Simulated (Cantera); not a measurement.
# Thermodynamics of carbothermic reduction, feed MgO + CO + H₂

Charge: 1 mol MgO, 13 mol CO, 1.8 mol H₂, held at 0.0550 bar.

Equilibrium computed with Cantera from the NASA thermochemical tables; the gas is ideal and each condensed phase is pure. Candidate condensed phases: C, C₆H₆, C₇H₈, C₈H₁₈, H₂O, Mg, MgCO₃, MgO, Mg(OH)₂; 116 gas species. The tables' values for MgH are old estimates; treat these amounts as uncertain. Equilibrium is a limit: real reactors are often held back by kinetics, nucleation or transport.

```
T (K)   x CO    x H₂      x Mg     x CO₂     x H₂O       x H  n MgO(s)
-----  -----  ------  --------  --------  --------  --------  --------
1425   0.878   0.122   1.61e-5   5.67e-5   1.78e-5   1.01e-5     1.000
1575   0.878   0.121  0.000221  0.000158   6.35e-5   6.18e-5     0.997
1725   0.877   0.121   0.00102  0.000689  0.000335  0.000275     0.985
1875   0.872   0.119   0.00368   0.00236   0.00133  0.000965     0.945
2025   0.861   0.115    0.0108   0.00668   0.00416   0.00278     0.837
2175   0.835   0.104    0.0269    0.0163    0.0106   0.00671     0.586
2325   0.786  0.0847    0.0576    0.0353    0.0216    0.0137    0.0800
```
x: gas mole fraction; n: condensed amount in mol.

From 1425 K to 2325 K the condensed part is MgO(s). The main Mg-bearing gas is Mg throughout. The share of Mg in condensed phases is highest at 1425 K (100.0 %) and lowest at 2325 K (8.0 %).
